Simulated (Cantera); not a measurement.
Mixture: CH4 : O2 : N2 : H2O = 1 : 0.909 : 3.42 : 0.49 (molar parts), equivalence ratio 2.2, at 10500 Torr, adiabatic and at constant pressure. Ignition delay is the time to a rise of 400 K.

Detailed kinetics in Cantera: GRI-Mech 3.0 (53 species, 325 reactions). The pressure lies above the range GRI-Mech 3.0 was tuned for (to about 10 atm).

**Question.** What does this change do: pressure from 10500 Torr to 5700 Torr?

**Answer.** 
| quantity | before | after |
|---|---|---|
| delay at 1175 K | 6.76 ms | 14.3 ms |
| delay at 1275 K | 2.23 ms | 4.52 ms |
| delay at 1375 K | 0.807 ms | 1.54 ms |
| delay at 1475 K | 0.308 ms | 0.552 ms |
| apparent activation energy between 1425 and 1525 K | 170 kJ/mol | 180 kJ/mol |

**Question.** What does this change do: H2O 0.49 to 0.24 parts?

**Answer.** 
| quantity | before | after |
|---|---|---|
| delay at 1175 K | 6.76 ms | 6.72 ms |
| delay at 1275 K | 2.23 ms | 2.15 ms |
| delay at 1375 K | 0.807 ms | 0.757 ms |
| delay at 1475 K | 0.308 ms | 0.283 ms |
| apparent activation energy between 1425 and 1525 K | 170 kJ/mol | 170 kJ/mol |
